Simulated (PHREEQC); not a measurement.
Consider water at 25 °C with 0.0018 mol MgBr2, 7.8e-05 mol KHF2, 0.00024 mol Na2B4O7 and 0.0068 mol CsBr per kg of water. Closed to the air; pH follows from the charge balance.

Model: ion-association model, wateq4f.dat, run in PHREEQC.

```yaml
pH: 9.01
ionic_strength: 0.0127 mol/kgw
total_alkalinity: 0.402 meq/kg
```

```csv
species,molality,activity,log γ
Br-,0.0104,0.00927,-0.050
Cs+,0.00680,0.00606,-0.050
Mg+2,0.00178,0.00116,-0.189
H3BO3,0.000574,0.000576,0.001
Na+,0.000480,0.000429,-0.049
H2BO3-,0.000386,0.000342,-0.053
F-,0.000145,0.000129,-0.051
K+,7.80e-5,6.94e-5,-0.051
OH-,1.16e-5,1.03e-5,-0.051
MgF+,1.10e-5,9.84e-6,-0.049
```

No solid was allowed to form. Real BF4- forms and hydrolyses slowly; the run takes it at equilibrium.
